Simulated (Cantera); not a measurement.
Tantalum, niobium, vanadium and zirconium in process gases: Nb + H₂O

Input: 1 mol Nb, 6.3 mol H₂O, at 7.50 Torr.

Cantera equilibrium calculation (NASA polynomials, part measured and part estimated; ideal gas, pure solids and liquids). Candidate condensed phases: H₂O, Nb, NbO, NbO₂, Nb₂O₅; 12 gas species. Condensed phases not in the tables: the oxides between NbO₂ and Nb₂O₅. Kinetics and transport are ignored.

| T (K) | log p H₂O | log p H₂ | log p H | log p OH | log p NbO₂ | log p O | log p O₂ | log p NbO | n Nb₂O₅(s) | n Nb₂O₅(l) |
|---|---|---|---|---|---|---|---|---|---|---|
| 1175 | -2.22 | -2.40 | -8.11 | -10.09 | <-14 | <-14 | <-14 | <-14 | 0.500 | 0 |
| 1275 | -2.22 | -2.40 | -7.33 | -9.09 | <-14 | <-14 | <-14 | <-14 | 0.500 | 0 |
| 1375 | -2.22 | -2.40 | -6.67 | -8.23 | -12.71 | -12.53 | -12.67 | <-14 | 0.500 | 0 |
| 1475 | -2.22 | -2.40 | -6.09 | -7.49 | -11.17 | -11.23 | -11.38 | <-14 | 0.500 | 0 |
| 1575 | -2.22 | -2.40 | -5.58 | -6.84 | -9.82 | -10.10 | -10.25 | <-14 | 0.500 | 0 |
| 1675 | -2.22 | -2.40 | -5.14 | -6.27 | -8.65 | -9.10 | -9.26 | -12.91 | 0.500 | 0 |
| 1775 | -2.22 | -2.40 | -4.74 | -5.76 | -7.61 | -8.21 | -8.38 | -11.61 | 0.500 | 0 |
| 1875 | -2.22 | -2.40 | -4.39 | -5.31 | -6.75 | -7.41 | -7.59 | -10.54 | 0 | 0.500 |
| 1975 | -2.22 | -2.41 | -4.07 | -4.90 | -6.01 | -6.70 | -6.88 | -9.58 | 0 | 0.500 |
| 2075 | -2.23 | -2.41 | -3.78 | -4.54 | -5.34 | -6.05 | -6.23 | -8.73 | 0 | 0.499 |
| 2175 | -2.23 | -2.42 | -3.52 | -4.20 | -4.74 | -5.46 | -5.64 | -7.97 | 0 | 0.494 |
log p: log10 of the partial pressure in bar; n: condensed amount in mol.

From 1175 K to 1775 K the condensed part is Nb₂O₅(s). From 1875 K to 2175 K the condensed part is Nb₂O₅(l).
